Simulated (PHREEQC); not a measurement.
Dissolve 0.003 mol H2SO4, 0.26 mol Li2SO4 and 0.0076 mol MgSO4 per kg of water at 25 °C. Closed to the air; pH follows from the charge balance.

The numbers come from PHREEQC with the ion-association model, phreeqc.dat.

Precipitation was switched off in this run.

Problem. Estimate the pH, ionic strength, density.

Solution. pH 2.99; ionic strength 0.647 mol/kgw; density 1.024 g/cm³.

Problem. In which forms is Li present?

Solution. Li+ 86 %, LiSO4- 14 % of the Li.
